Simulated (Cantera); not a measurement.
Input: 1 mol PH3, 0.048 mol O2, held at 702 °C and 23.0 Pa.

Equilibrium computed with Cantera from the NASA thermochemical tables; the gas is ideal and each condensed phase is pure. Candidate condensed phases: H2O, P, P4O10; 17 gas species. The numbers say what is thermodynamically allowed, not how fast it happens.

Base state: H2 0.750, P2 0.132, P4 0.0676, H2O 0.0509, PO 7.02e-5, PO2 6.03e-5, P4O10 1.52e-5 (mole fractions); condensed: gas only.

**Question.** What changes in the equilibrium state with this change: temperature from 702 °C to 800 °C?

**Answer.** 
```tsv
species	before	after
H2	0.750	0.714
P2	0.132	0.222
H2O	0.0509	0.0477
P4	0.0676	0.0155
P4O10	1.52e-5	1.66e-8
PO	7.02e-5	0.000471
PO2	6.03e-5	0.000264
```

**Question.** What changes in the equilibrium state with this change: 1.8 mol H2O added?

**Answer.** 
| species | before | after |
|---|---|---|
| H2 | 0.750 | 0.767 |
| H2O | 0.0509 | 0.141 |
| P2 | 0.132 | 0.0454 |
| P4 | 0.0676 | 0.00801 |
| P4O10 | 1.52e-5 | 0.0380 |
| PO2 | 6.03e-5 | 0.000259 |
| PO | 7.02e-5 | 0.000111 |
Gases not in the tables: HPO2, HPO3 and P4O6.
